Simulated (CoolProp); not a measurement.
Saturation properties of ethylene (Tc = 9.2 °C, pc = 50.42 bar, ω = 0.087).

Model: reference Helmholtz-energy equation of state, Smukala 2000, in CoolProp.

| T (°C) | p (bar) | liquid density (kg/m³) | vapour density (kg/m³) | liquid cp (kJ/(kg K)) | surface tension (mN/m) |
|---|---|---|---|---|---|
| -98.75 | 1.349 | 560.4 | 2.721 | 2.427 | 15.5 |
| -91.55 | 1.973 | 549.8 | 3.872 | 2.446 | 14.3 |
| -84.25 | 2.808 | 538.8 | 5.383 | 2.472 | 13.1 |
| -76.95 | 3.885 | 527.3 | 7.305 | 2.507 | 11.9 |
| -69.75 | 5.223 | 515.6 | 9.678 | 2.551 | 10.7 |
| -62.45 | 6.899 | 503.3 | 12.66 | 2.607 | 9.59 |
| -55.15 | 8.938 | 490.3 | 16.31 | 2.678 | 8.45 |
| -47.85 | 11.38 | 476.7 | 20.79 | 2.768 | 7.34 |
| -40.65 | 14.24 | 462.3 | 26.18 | 2.883 | 6.27 |

It boils at -103.8 °C under 1 atm.

Surface tension comes from a separate correlation (Mulero 2012).
